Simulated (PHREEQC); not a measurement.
A made-up water analysis in mg/L, 20 °C, pH 6.29, pe 9.5:

```json
[
 {"constituent": "Na", "mg/L": "0.199"},
 {"constituent": "K", "mg/L": "0.00776"},
 {"constituent": "Ca", "mg/L": "0.114"},
 {"constituent": "Mg", "mg/L": "0.00923"},
 {"constituent": "Cl", "mg/L": "0.279"},
 {"constituent": "S(6) as SO4", "mg/L": "0.099"},
 {"constituent": "Alkalinity as HCO3", "mg/L": "0.318"},
 {"constituent": "Si as SiO2", "mg/L": "0.000403"},
 {"constituent": "Li", "mg/L": "0.000984"}
]
```

Valence states are taken as typed.

Model: ion-association model, phreeqc.dat, run in PHREEQC.

```json
[
 {"quantity": "CO2 (mol/kgw)", "before": "7.02e-6", "after": "5.61e-6"},
 {"quantity": "HCO3- (mol/kgw)", "before": "5.71e-6", "after": "5.65e-6"},
 {"quantity": "CaSO4 (mol/kgw)", "before": "4.81e-10", "after": "5.74e-10"},
 {"quantity": "CO3-2 (mol/kgw)", "before": "4.76e-10", "after": "7.13e-10"},
 {"quantity": "CaHCO3+ (mol/kgw)", "before": "1.87e-10", "after": "2.46e-10"},
 {"quantity": "MgSO4 (mol/kgw)", "before": "7.71e-11", "after": "1.42e-10"},
 {"quantity": "SI of Quartz (SiO2)", "before": "-4.12", "after": "-4.47"}
]
```

**Question.** What was changed between the two runs?
(A) all concentrations times 3 at the same typed pH
(B) Cl from 0.279 to 0.558 mg/L
(C) temperature from 20 to 45 °C at the same typed pH
(D) Alkalinity from 0.318 to 0.159 mg/L

**Answer.** C, temperature from 20 to 45 °C at the same typed pH

No solid was allowed to form. Away from 25 °C the constants follow the database's enthalpies or fits; those with neither stay at their 25 °C values.
